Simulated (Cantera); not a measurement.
An adiabatic, constant-volume homogeneous reactor starts with 17.4 % CO, 3.65 % H2, 14.0 % O2, 52.6 % N2, 12.3 % H2O, at 1375 K and 1700000 Pa.

Cantera simulation using GRI-Mech 3.0 (53 species, 325 reactions); the numbers are that mechanism's predictions, not measurements. The hydrogen kinetics of GRI-Mech 3.0 are dated; newer H2 mechanisms differ, most at raised pressure. The pressure lies above the range GRI-Mech 3.0 was tuned for (to about 10 atm).

**Question.** Predict: time of steepest temperature rise; temperature at 1.00 s; equilibrium temperature; x(CO) at 1.00 s; x(H2) at 1.00 s; x(O2) at 1.00 s; x(OH) at 1.00 s; x(H2O) at 1.00 s; x(H) at 1.00 s; x(NO2) at 1.00 s.

**Answer.** 
| Property | Value |
|---|---|
| time of steepest temperature rise | 15.5 µs |
| temperature at 1.00 s | 2832 K |
| equilibrium temperature | 2832 K |
| x(CO) at 1.00 s | 0.0251 (gas-phase equilibrium 0.0251) |
| x(H2) at 1.00 s | 0.00355 (gas-phase equilibrium 0.00355) |
| x(O2) at 1.00 s | 0.0413 (gas-phase equilibrium 0.0413) |
| x(OH) at 1.00 s | 0.0130 (gas-phase equilibrium 0.0130) |
| x(H2O) at 1.00 s | 0.165 (gas-phase equilibrium 0.165) |
| x(H) at 1.00 s | 0.000971 (gas-phase equilibrium 0.000971) |
| x(NO2) at 1.00 s | 2.39e-5 (gas-phase equilibrium 2.39e-5) |
